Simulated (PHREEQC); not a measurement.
Dissolve 0.039 mol/kgw BaCl2 at 65 °C. Closed to the air; pH follows from the charge balance.

Computed with PHREEQC (ion-association model, phreeqc.dat).

Each row changes one thing in this solution. No solid was allowed to form.

| case | pH | ionic strength (mol/kgw) | BaOH+ (mol/kgw) |
|---|---|---|---|
| as made | 6.43 | 0.117 | 1.48e-9 |
| temperature from 65 to 50 °C | 6.61 | 0.117 | 2.30e-9 |
| BaCl2 from 0.039 to 0.0429 mol/kgw | 6.43 | 0.129 | 1.58e-9 |
| diluted 100-fold with water | 6.45 | 0.00117 | 3.29e-11 |
| BaCl2 from 0.039 to 0.0039 mol/kgw | 6.45 | 0.0117 | 2.58e-10 |
| BaCl2 from 0.039 to 0.0078 mol/kgw | 6.44 | 0.0234 | 4.53e-10 |
| 0.043 mol/kgw CdBr2 added | 5.50 | 0.170 | 1.58e-10 |

Away from 25 °C the constants follow the database's enthalpies or fits; those with neither stay at their 25 °C values.
